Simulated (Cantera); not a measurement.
Thermodynamics of silicon nitride deposition, feed trisilylamine + NH3 + H2

A closed system holds: 1 mol trisilylamine, 6 mol NH3, 0.17 mol H2, equilibrated at 1450 K.

Method: chemical equilibrium by Gibbs-energy minimisation in Cantera with the NASA 1993 tables (ideal gas, pure condensed phases). Candidate condensed phases: Si, Si3N4; 18 gas species. The feed counts by its element totals alone. Equilibrium is a limit: real reactors are often held back by kinetics, nucleation or transport.

At 5.00e-5 bar the condensed part is Si(s). From 0.000260 bar to 1.00 bar the condensed part is Si3N4(s).

| P (Pa) | log p H2 | log p N2 | log p H | log p Si | log p NH3 | log p SiH | log p SiH2 | n Si(s) | n Si3N4(s) |
|---|---|---|---|---|---|---|---|---|---|
| 5 | -4.40 | -4.99 | -7.22 | -8.51 | -13.24 | -10.11 | -10.51 | 3.00 | 0 |
| 26 | -3.63 | -4.59 | -6.84 | -8.63 | -11.88 | -9.85 | -9.86 | 0 | 1.000 |
| 140 | -2.90 | -3.86 | -6.47 | -9.12 | -10.42 | -9.97 | -9.62 | 0 | 1.000 |
| 710 | -2.19 | -3.15 | -6.12 | -9.59 | -9.01 | -10.09 | -9.38 | 0 | 1.000 |
| 3700 | -1.48 | -2.44 | -5.76 | -10.07 | -7.57 | -10.20 | -9.14 | 0 | 1.00 |
| 19000 | -0.77 | -1.73 | -5.41 | -10.54 | -6.15 | -10.32 | -8.91 | 0 | 1.00 |
| 100000 | -0.05 | -1.00 | -5.05 | -11.02 | -4.71 | -10.44 | -8.67 | 0 | 1.00 |
log p: log10 of the partial pressure in bar; n: condensed amount in mol.
